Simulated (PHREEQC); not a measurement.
1 kg of water meets 20 L of dry gas (CO2 0.24, CH4 0.76 by moles) at fixed total pressure, at 50 °C; fugacities by Peng-Robinson. The gases take part in no redox reaction, some water evaporates into the gas, and hydrates or a liquid gas phase aren't modelled. No solid was allowed to form.

The numbers come from PHREEQC with the ion-association model, phreeqc.dat.

Task: Predict dissolved CO2 (all carbonate carbon) (mol/kgw), φ of CO2 at P (atm) = 100, 200.

Result: 
```
P (atm)  dissolved CO2 (all carbonate carbon) (mol/kgw)  φ of CO2
-------  ----------------------------------------------  --------
100                                               0.275     0.665
200                                               0.347     0.475
```

At this temperature some constants are extrapolated from 25 °C, and those without enthalpy data are left unchanged.
